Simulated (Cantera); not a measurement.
A closed system holds: 1 mol AlCl3, 37 mol N2O, 470 mol N2, 6.3 mol HCl, equilibrated at 1423 K and 1.33 mbar.

These are equilibrium values from Cantera (NASA tables, ideal gas, pure condensed phases), not measurements of a reactor. Candidate condensed phases: Al, AlCl3, AlN, Al2O3, H2O, NH4Cl; 45 gas species. Rates play no part.

Base state: N2 0.949, O2 0.0328, HCl 0.0106, Cl 0.00668, H2O 0.000580, NO 0.000357, Cl2 5.20e-5 (mole fractions); condensed: Al2O3(s).

Problem. What changes in the equilibrium state with this change: N2O from 37 to 4.1 mol?

Solution. 
```tsv
species	before	after
N2	0.949	0.978
HCl	0.0106	0.0125
Cl	0.00668	0.00656
O2	0.0328	0.00251
NO	0.000357	0.000100
H2O	0.000580	0.000232
Cl2	5.20e-5	5.00e-5
Al2O3(s), mol	0.500	0.500
```

Problem. What changes in the equilibrium state with this change: temperature from 1423 K to 1575 K?

Solution. 
| species | before | after |
|---|---|---|
| N2 | 0.949 | 0.948 |
| O2 | 0.0328 | 0.0321 |
| HCl | 0.0106 | 0.00910 |
| Cl | 0.00668 | 0.00828 |
| H2O | 0.000580 | 0.00131 |
| O | 6.67e-6 | 5.26e-5 |
| OH | 9.67e-6 | 5.47e-5 |
| Al2O3(s), mol | 0.500 | 0.500 |

Problem. What changes in the equilibrium state with this change: temperature from 1423 K to 2125 K?

Solution. 
```csv
species,before,after
N2,0.949,0.940
O2,0.0328,0.0254
Cl,0.00668,0.0141
HCl,0.0106,0.00321
AlOCl,<1e-9,1.72e-5
H,4.31e-8,0.00166
H2,5.61e-8,0.000277
O,6.67e-6,0.00721
"Al2O3(s), mol",0.500,0.494
```
